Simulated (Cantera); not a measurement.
Input: 1 mol Al2O3, 0.25 mol H2, equilibrated at 8.70 mbar.

Cantera equilibrium calculation (NASA polynomials, part measured and part estimated; ideal gas, pure solids and liquids). Candidate condensed phases: Al, Al2O3, H2O; 19 gas species. Rates play no part.

**Question.** Which condensed phases are stable at each of these points (T (°C)): 852, 952, 1052, 1152, 1252, 1352, 1452, 1552, 1652, 1752, 1852, 1952, 2052, 2152?

**Answer.** 
```csv
T (°C),condensed phases,Al condensed (%)
852,Al2O3(s),100.0
952,Al2O3(s),100.0
1052,Al2O3(s),100.0
1152,Al2O3(s),100.0
1252,Al2O3(s),100.0
1352,Al2O3(s),100.0
1452,Al2O3(s),100.0
1552,Al2O3(s),100.0
1652,Al2O3(s),100.0
1752,Al2O3(s),100.0
1852,Al2O3(s),100.0
1952,Al2O3(s),100.0
2052,Al2O3(s),99.9
2152,Al2O3(l),99.8
```

From 852 °C to 2052 °C the condensed part is Al2O3(s). At 2152 °C the condensed part is Al2O3(l).
